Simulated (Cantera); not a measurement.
# Equilibrium for silicon epitaxy and polysilicon growth: SiHCl3 + N2

Charge: 1 mol SiHCl3, 17 mol N2, held at 34.0 mbar.

These are equilibrium values from Cantera (NASA tables, ideal gas, pure condensed phases), not measurements of a reactor. Candidate condensed phases: NH4Cl, Si, Si3N4; 28 gas species. N2 is the only nitrogen source here; it is nearly inert below about 1500 K, so the nitride shown seldom forms there in practice. The tables' values for SiCl3, SiCl are old estimates; treat these amounts as uncertain. The numbers say what is thermodynamically allowed, not how fast it happens.

| T (K) | x N2 | x HCl | x SiCl2 | x SiCl4 | x SiCl3 | n Si3N4(s) |
|---|---|---|---|---|---|---|
| 1123 | 0.919 | 0.0480 | 2.39e-5 | 0.0291 | 0.000236 | 0.156 |
| 1173 | 0.919 | 0.0484 | 8.53e-5 | 0.0287 | 0.000499 | 0.155 |
| 1223 | 0.919 | 0.0487 | 0.000273 | 0.0282 | 0.000982 | 0.155 |
| 1273 | 0.918 | 0.0488 | 0.000788 | 0.0272 | 0.00181 | 0.152 |
| 1323 | 0.917 | 0.0489 | 0.00206 | 0.0255 | 0.00310 | 0.146 |
| 1373 | 0.916 | 0.0487 | 0.00488 | 0.0227 | 0.00489 | 0.135 |
| 1423 | 0.913 | 0.0482 | 0.0103 | 0.0184 | 0.00692 | 0.115 |
| 1473 | 0.909 | 0.0471 | 0.0190 | 0.0128 | 0.00844 | 0.0842 |
| 1523 | 0.905 | 0.0454 | 0.0301 | 0.00726 | 0.00855 | 0.0470 |
| 1573 | 0.901 | 0.0428 | 0.0407 | 0.00332 | 0.00717 | 0.0117 |
| 1623 | 0.899 | 0.0429 | 0.0449 | 0.00189 | 0.00604 | 0 |
| 1673 | 0.898 | 0.0444 | 0.0461 | 0.00132 | 0.00540 | 0 |
| 1723 | 0.897 | 0.0456 | 0.0471 | 0.000910 | 0.00478 | 0 |
x: gas mole fraction; n: condensed amount in mol.

From 1123 K to 1573 K the condensed part is Si3N4(s). From 1623 K to 1723 K nothing is condensed. The main Si-bearing gas is SiCl4 at 1123 K and SiCl2 at 1723 K.
